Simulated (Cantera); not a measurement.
## S + H₂ (abatement and gas-phase synthesis)

Feed: 1 mol S, 0.17 mol H₂, at 1327 °C.

Method: chemical equilibrium by Gibbs-energy minimisation in Cantera with the NASA 1993 tables (ideal gas, pure condensed phases). Candidate condensed phases: S; 7 gas species. The ideal-gas law is rough above about 30 bar. Kinetics and transport are ignored.

| P (Pa) | x S₂ | x H₂S | x H₂ | x S | x SH | x H | x S₈ |
|---|---|---|---|---|---|---|---|
| 10 | 0.731 | 0.00476 | 0.242 | 0.0103 | 0.00987 | 0.00267 | <1e-12 |
| 65 | 0.736 | 0.0120 | 0.237 | 0.00407 | 0.00982 | 0.00104 | <1e-12 |
| 420 | 0.736 | 0.0287 | 0.223 | 0.00160 | 0.00953 | 0.000397 | <1e-12 |
| 2700 | 0.733 | 0.0630 | 0.194 | 0.000630 | 0.00886 | 0.000146 | <1e-12 |
| 17000 | 0.727 | 0.119 | 0.146 | 0.000250 | 0.00766 | 5.04e-5 | <1e-12 |
| 110000 | 0.720 | 0.184 | 0.0898 | 9.78e-5 | 0.00597 | 1.55e-5 | 1.67e-11 |
| 720000 | 0.714 | 0.236 | 0.0452 | 3.81e-5 | 0.00422 | 4.31e-6 | 4.54e-9 |
| 4700000 | 0.711 | 0.266 | 0.0200 | 1.49e-5 | 0.00280 | 1.12e-6 | 1.24e-6 |
| 30000000 | 0.709 | 0.280 | 0.00833 | 5.88e-6 | 0.00181 | 2.87e-7 | 0.000319 |
x: gas mole fraction; nothing condenses.

From 0.000100 bar to 300 bar nothing is condensed.
